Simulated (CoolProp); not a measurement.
A single-stage vapour-compression cycle with R113: evaporating at 295.15 K (dew point), condensing at 339.15 K (bubble point), superheat 10 K, subcooling 8 K, compressor efficiency 0.9, no pressure losses. Each further row changes one setting.

The numbers come from the reference Helmholtz-energy equation of state, Marx 1992 in CoolProp.

| case | cooling COP | pressure ratio | discharge temperature (K) | refrigerating effect (kJ/kg) | volumetric capacity (kJ/m³) |
|---|---|---|---|---|---|
| as stated | 5.43 | 4.51 | 342.5 | 125 | 375 |
| evaporating temperature 300.15 K | (withheld) | (withheld) | 342.9 | 128 | 462 |
| condensing temperature 334.15 K | 6.27 | 3.89 | 338.6 | 130 | 389 |
| subcooling 13 K | 5.64 | 4.51 | 342.5 | 130 | 389 |
| superheat 20 K | 5.53 | 4.51 | 352.9 | (withheld) | 382 |
| compressor efficiency 0.8 | 4.83 | 4.51 | (withheld) | 125 | 375 |

Question: Some entries are withheld; supply them.

Answer: 
- evaporating temperature 300.15 K, cooling COP: 6.36
- evaporating temperature 300.15 K, pressure ratio: 3.70
- superheat 20 K, refrigerating effect (kJ/kg): 132
- compressor efficiency 0.8, discharge temperature (K): 346.5
